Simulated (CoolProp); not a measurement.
Vapour-liquid equilibrium of R124 (1) + R142b (2) at 313.8 K; x and y are mole fractions of (1).

Computed with CoolProp (multi-fluid Helmholtz-energy mixture model, de Vries 1995 and Lemmon 2006; pair parameters Bell 2016).

```
x     bubble pressure (kPa)  y at the bubble point  dew pressure at overall composition x (kPa)  liquid density (mol/L)
----  ---------------------  ---------------------  -------------------------------------------  ----------------------
0.05                  534.8                  0.054                                        534.6                   10.59
0.2                   542.4                  0.213                                        541.8                   10.42
0.35                  550.2                  0.369                                        549.2                   10.25
0.5                   559.0                  0.523                                        557.6              (withheld)
0.65                  569.6                  0.675                                        567.7              (withheld)
0.8                   582.5             (withheld)                                        580.4                   9.748
0.95                  598.3                  0.957                                        597.3                   9.577
```

### Question
Some entries are withheld; supply them.

### Answer

- 0.5, liquid density (mol/L): 10.08
- 0.65, liquid density (mol/L): 9.916
- 0.8, y at the bubble point: 0.821

No azeotrope shows between x = 0.05 and 0.95.

Pair parameters are fitted to limited data, so mixtures are less certain than the pure fluids.
